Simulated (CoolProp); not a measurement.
Vapour-liquid equilibrium of n-heptane (1) + o-xylene (2) at 388.7 K; x and y are mole fractions of (1).

The numbers come from the multi-fluid Helmholtz-energy mixture model, Span 2003 and Zhou 2012; pair parameters Bell 2016 in CoolProp.

| x | bubble pressure, mixture model (MPa) | bubble pressure, Raoult's law (MPa) | y, mixture model | y, Raoult's law |
|---|---|---|---|---|
| 0.05 | 0.05280 | 0.05015 | 0.200 | 0.163 |
| 0.2 | 0.07528 | 0.06804 | 0.514 | 0.481 |
| 0.35 | 0.09423 | 0.08594 | 0.672 | 0.666 |
| 0.5 | 0.1111 | 0.1038 | 0.774 | 0.787 |
| 0.65 | 0.1269 | 0.1217 | 0.852 | 0.873 |
| 0.8 | 0.1424 | 0.1396 | 0.919 | 0.937 |
| 0.95 | 0.1581 | 0.1575 | 0.980 | 0.986 |

The largest gap from Raoult's law is +10.6 % in bubble pressure, at x = 0.2. No azeotrope shows between x = 0.05 and 0.95.

The pair parameters rest on a limited set of measurements; away from them the model extrapolates.
